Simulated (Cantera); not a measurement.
Charge: 1 mol Ti(OiPr)₄, 160 mol H₂, at 133 Pa.

Cantera equilibrium calculation (NASA polynomials, part measured and part estimated; ideal gas, pure solids and liquids). Candidate condensed phases: C, C₆H₆, C₇H₈, C₈H₁₈, H₂O, Ti, TiC, TiO, TiO₂, Ti₂O₃, Ti₃O₅, Ti₄O₇; 113 gas species. The feed counts by its element totals alone. TiC: taken at fixed stoichiometry. Kinetics and transport are ignored. All values below are at 1775 K.

Base state: H₂ 0.970, CO 0.0224, H 0.00781, C₂H₂ (acetylene) 0.000138 (mole fractions); condensed: C(graphite) + TiC(s).

### Question
What changes in the equilibrium state with this change: pressure from 133 Pa to 7100 Pa?

### Answer
| species | before | after |
|---|---|---|
| H₂ | 0.970 | 0.976 |
| CO | 0.0224 | 0.0225 |
| H | 0.00781 | 0.00107 |
| CH₄ | 1.05e-6 | 5.67e-5 |
| C₂H₂ (acetylene) | 0.000138 | 0.000139 |
| C(graphite), mol | 6.95 | 6.94 |
| TiC(s), mol | 1.000 | 1.00 |
